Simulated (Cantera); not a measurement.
An isothermal, constant-pressure homogeneous reactor starts with 2.20 % C2H6, 97.8 % N2, at 2000 K and 10.00 Torr.

Detailed kinetics in Cantera: GRI-Mech 3.0 (53 species, 325 reactions). GRI-Mech 3.0 stops at C3 and has no aromatics, soot or wall deposition, so with more carbon than oxygen in the feed, carbon stays in small species such as C2H2 where larger ones or solid carbon would form. Radical loss at walls, strong at low pressure, is not modelled.

One state of this run: x C2H6 = 1.12e-5; x CH4 = 0.00278; x CH3 = 0.00727; x H2 = 0.0248; x C2H4 = 0.00447; x C2H2 = 0.0112. x: mole fraction; the columns are a selection and need not sum to one.

Task: Which value of t (s) does it belong to?
(A) 0.0881
(B) 0.00149
(C) 0.000538
(D) 0.0318

Result: C, 0.000538
